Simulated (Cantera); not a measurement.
Input: 1 mol N₂O, 0.19 mol O₂, equilibrated at 2000 °C and 100000 Pa.

Equilibrium computed with Cantera from the NASA thermochemical tables; the gas is ideal and each condensed phase is pure. Kinetics and transport are ignored.

Base state: N₂ 0.582, O₂ 0.398, NO 0.0175, O 0.00267, NO₂ 2.80e-5 (mole fractions); condensed: gas only.

Problem. What changes in the equilibrium state with this change: 0.39 mol HCl added?

Solution. 
```tsv
species	before	after
N₂	0.582	0.465
O₂	0.398	0.299
HCl	0	0.114
Cl	0	0.0670
H₂O	0	0.0328
NO	0.0175	0.0136
OH	0	0.00415
Cl₂	0	0.00131
ClO	0	0.000461
```
Further candidate phases: H₂O, NH₄Cl.

Problem. What changes in the equilibrium state with this change: N₂O replaced by CO₂?

Solution. 
| species | before | after |
|---|---|---|
| CO₂ | 0 | 0.812 |
| O₂ | 0.398 | 0.167 |
| CO | 0 | 0.0195 |
| N₂ | 0.582 | 0 |
| NO | 0.0175 | 0 |
| NO₂ | 2.80e-5 | 0 |
| O | 0.00267 | 0.00173 |
Further candidate phases: C.
